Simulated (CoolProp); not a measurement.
Vapour-liquid equilibrium of ethylene (1) + n-butane (2) at -66.15 °C; x and y are mole fractions of (1).

Model: multi-fluid Helmholtz-energy mixture model, Smukala 2000 and Bücker 2006; pair parameters Bell 2016, in CoolProp.

```tsv
x	bubble pressure (MPa)	y at the bubble point	dew pressure at overall composition x (MPa)	liquid density (mol/L)
0.05	0.04434	0.928	0.003443	11.73
0.15	0.1041	0.971	0.003848	12.26
0.25	0.1511	0.981	0.004360	12.83
0.35	___	0.987	0.005030	13.44
0.45	0.2443	0.990	0.005942	14.09
0.55	0.2985	___	0.007258	14.79
0.65	0.3595	0.996	0.009323	15.52
0.75	0.4262	0.997	0.01303	16.29
0.85	___	0.999	0.02162	17.07
0.95	0.5661	1.000	0.06314	17.83
```

### Question
Fill in the missing entries.

### Answer

- 0.35, bubble pressure (MPa): 0.1960
- 0.55, y at the bubble point: 0.993
- 0.85, bubble pressure (MPa): 0.4961

No azeotrope shows between x = 0.05 and 0.95.

Pair parameters are fitted to limited data, so mixtures are less certain than the pure fluids. The gap from Raoult's law changes sign with composition, which may be real or a fault of the pair parameters; it wasn't checked against measurements.
